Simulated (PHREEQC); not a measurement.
Make-up at 60 °C: 1.5 mol/kgw Na2SO4, 0.059 mol/kgw MnCl2 and 0.086 mol/kgw MgCl2. Closed to the air; pH follows from the charge balance.

Equilibrium calculation in PHREEQC: ion-association model, phreeqc.dat.

No solid was allowed to form.

Task: Estimate the pH.

Result: pH 6.26.

Task: In which forms is Cl present?

Result: Cl- 98 %, MnCl+ 1.5 % of the Cl.

Ionic strength above about 0.7 mol/kgw puts this run outside the model's range. Complexes and solids missing from the database can't appear. Away from 25 °C the constants follow the database's enthalpies or fits; those with neither stay at their 25 °C values.
